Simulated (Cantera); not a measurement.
A perfectly stirred reactor is fed with H₂ : O₂ : N₂ = 1 : 0.806 : 3.03 (molar parts), at 5700 Torr; it is adiabatic with a 700 K inlet, and is followed from long to short residence time, starting on the burning branch (τ in s: 0.2, 0.062, 0.019, 0.0057, 0.0018, 0.00054, 0.00016, 5e-05, 1.5e-05, 4.7e-06).

Computed with Cantera and the H2/O2 subset of GRI-Mech 3.0, which has no nitrogen chemistry. The hydrogen kinetics of GRI-Mech 3.0 are dated; newer H2 mechanisms differ, most at raised pressure.

x: mole fraction; the columns are a selection and need not sum to one.

| τ (s) | T (K) | x H₂ | x O₂ | x HO₂ | x H₂O | x H | x H₂O₂ | x O |
|---|---|---|---|---|---|---|---|---|
| 0.20 | 2204 | 0.000372 | 0.0697 | 6.57e-6 | 0.228 | 4.07e-5 | 5.71e-7 | 0.000268 |
| 0.062 | 2203 | 0.000379 | 0.0697 | 6.60e-6 | 0.228 | 4.16e-5 | 5.72e-7 | 0.000271 |
| 0.019 | 2203 | 0.000402 | 0.0697 | 6.71e-6 | 0.228 | 4.43e-5 | 5.77e-7 | 0.000280 |
| 0.0057 | 2202 | ? | 0.0696 | 7.08e-6 | 0.228 | ? | 5.94e-7 | ? |
| 0.0018 | 2198 | 0.000684 | 0.0696 | 8.17e-6 | 0.227 | 8.31e-5 | 6.43e-7 | 0.000398 |
| 0.00054 | 2187 | ? | 0.0694 | ? | 0.226 | ? | ? | ? |
| 0.00016 | 2165 | 0.00254 | 0.0692 | 2.05e-5 | 0.223 | 0.000524 | 1.08e-6 | 0.00127 |
| 5.0e-5 | 2122 | 0.00511 | 0.0693 | 4.02e-5 | 0.218 | 0.00150 | 1.55e-6 | 0.00251 |
| 1.5e-5 | 2040 | 0.0102 | 0.0703 | 8.24e-5 | 0.209 | 0.00419 | 2.31e-6 | 0.00481 |
| 4.7e-6 | 1905 | 0.0193 | 0.0738 | 0.000158 | 0.194 | 0.00981 | 3.67e-6 | 0.00774 |

### Question
What belongs in the gaps?

### Answer

- 0.0057, x H₂: 0.000477
- 0.0057, x H: 5.37e-5
- 0.0057, x O: 0.000310
- 0.00054, x H₂: 0.00124
- 0.00054, x HO₂: 1.15e-5
- 0.00054, x H: 0.000185
- 0.00054, x H₂O₂: 7.82e-7
- 0.00054, x O: 0.000650
